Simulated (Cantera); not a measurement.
## Equilibrium for oxide etching and cleaning by halides: SiO2 + HF + H2

Input: 1 mol SiO2, 15 mol HF, 1.3 mol H2, held at 0.0100 bar.

Method: chemical equilibrium by Gibbs-energy minimisation in Cantera with the NASA 1993 tables (ideal gas, pure condensed phases). Candidate condensed phases: H2O, Si, SiO2; 38 gas species. The tables' values for SiF3, SiF2 are old estimates; treat these amounts as uncertain. The tables hold silica as quartz up to 1696 K and as liquid above; real silica turns to tridymite and cristobalite and melts near 1996 K. Kinetics and transport are ignored.

```tsv
T (°C)	log p HF	log p H2O	log p H2	log p SiF4	n SiO2(β-quartz)	n SiO2(condensed)
350	-2.14	-2.88	-3.07	-3.18	0	0
500	-2.14	-2.88	-3.07	-3.18	0	0
650	-2.14	-2.88	-3.07	-3.18	0	0
800	-2.14	-2.88	-3.07	-3.18	0	0
950	-2.14	-2.88	-3.07	-3.18	0	0
1100	-2.11	-3.01	-3.08	-3.31	0.243	0
1250	-2.09	-3.12	-3.08	-3.42	0.409	0
1400	-2.08	-3.22	-3.09	-3.52	0.522	0
1550	-2.07	-3.30	-3.10	-3.62	0	0.598
```
log p: log10 of the partial pressure in bar; n: condensed amount in mol.

From 350 °C to 950 °C nothing is condensed. From 1100 °C to 1400 °C the condensed part is SiO2(β-quartz). At 1550 °C the condensed part is SiO2(condensed). The main Si-bearing gas is SiF4 throughout.
